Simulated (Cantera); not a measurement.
# Equilibrium for silicon oxide and oxynitride deposition: TEOS + NO + N₂

Input: 1 mol TEOS, 4.6 mol NO, a varied amount of N₂, equilibrated at 1452 °C and 1.00 Torr.

Method: chemical equilibrium by Gibbs-energy minimisation in Cantera with the NASA 1993 tables (ideal gas, pure condensed phases). Candidate condensed phases: C, C₆H₆, C₇H₈, C₈H₁₈, H₂O, Si, SiC, SiO₂, Si₂N₂O, Si₃N₄; 151 gas species. The feed counts by its element totals alone. Kinetics and transport are ignored.

```json
[
 {"n(N₂) (mol)": "6.5", "x N₂": "0.321", "x H₂": "0.363", "x CO": "0.284", "x SiO": "0.0293", "x H": "0.00306", "n SiC(s)": "0.195"},
 {"n(N₂) (mol)": "25", "x N₂": "0.594", "x H₂": "0.216", "x CO": "0.170", "x SiO": "0.0175", "x H": "0.00237", "n SiC(s)": "0.191"},
 {"n(N₂) (mol)": "44", "x N₂": "0.713", "x H₂": "0.153", "x CO": "0.120", "x SiO": "0.0124", "x H": "0.00199", "n SiC(s)": "0.188"},
 {"n(N₂) (mol)": "63", "x N₂": "0.777", "x H₂": "0.118", "x CO": "0.0928", "x SiO": "0.00963", "x H": "0.00175", "n SiC(s)": "0.186"},
 {"n(N₂) (mol)": "81", "x N₂": "0.817", "x H₂": "0.0971", "x CO": "0.0764", "x SiO": "0.00794", "x H": "0.00159", "n SiC(s)": "0.184"},
 {"n(N₂) (mol)": "100", "x N₂": "0.845", "x H₂": "0.0818", "x CO": "0.0644", "x SiO": "0.00670", "x H": "0.00145", "n SiC(s)": "0.182"},
 {"n(N₂) (mol)": "120", "x N₂": "0.867", "x H₂": "0.0701", "x CO": "0.0552", "x SiO": "0.00575", "x H": "0.00135", "n SiC(s)": "0.180"},
 {"n(N₂) (mol)": "140", "x N₂": "0.884", "x H₂": "0.0614", "x CO": "0.0484", "x SiO": "0.00504", "x H": "0.00126", "n SiC(s)": "0.178"},
 {"n(N₂) (mol)": "160", "x N₂": "0.896", "x H₂": "0.0545", "x CO": "0.0430", "x SiO": "0.00449", "x H": "0.00119", "n SiC(s)": "0.176"},
 {"n(N₂) (mol)": "170", "x N₂": "0.902", "x H₂": "0.0517", "x CO": "0.0408", "x SiO": "0.00425", "x H": "0.00116", "n SiC(s)": "0.175"}
]
```
x: gas mole fraction; n: condensed amount in mol.

From 6.5 mol N₂ to 170 mol N₂ the condensed part is SiC(s). The main Si-bearing gas is SiO throughout. The share of Si in condensed phases is highest at 6.5 mol N₂ (19.5 %) and lowest at 170 mol N₂ (17.5 %).
